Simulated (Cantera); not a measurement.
## Low-pressure radical oxidation in H2/O2

A perfectly stirred reactor is fed with 2.06 % H2, 97.9 % O2, equivalence ratio 0.011, at 20.0 Torr; it is held at 1048 K, and followed from long to short residence time.

Computed with Cantera and the H2/O2 subset of GRI-Mech 3.0, which has no nitrogen chemistry. Radical loss at walls, strong at low pressure, is not modelled.

```tsv
τ (s)	x H2	x O2	x OH	x H2O	x HO2	x O
0.33	0.000279	0.978	0.000313	0.0203	2.67e-6	0.00116
0.18	0.000389	0.977	0.000395	0.0201	3.28e-6	0.00162
0.10	0.000540	0.977	0.000496	0.0199	3.95e-6	0.00221
0.055	0.000756	0.976	0.000626	0.0195	4.70e-6	0.00295
0.031	0.00105	0.975	0.000780	0.0190	5.46e-6	0.00381
0.017	0.00150	0.974	0.000975	0.0183	6.25e-6	0.00479
0.0093	0.00216	0.972	0.00120	0.0173	6.98e-6	0.00576
0.0051	0.00316	0.971	0.00144	0.0159	7.58e-6	0.00649
0.0028	0.00466	0.971	0.00167	0.0140	7.98e-6	0.00677
0.0016	0.00674	0.971	0.00181	0.0118	8.10e-6	0.00641
0.00087	0.0101	0.972	0.00177	0.00862	7.87e-6	0.00519
```
x: mole fraction; the columns are a selection and need not sum to one.
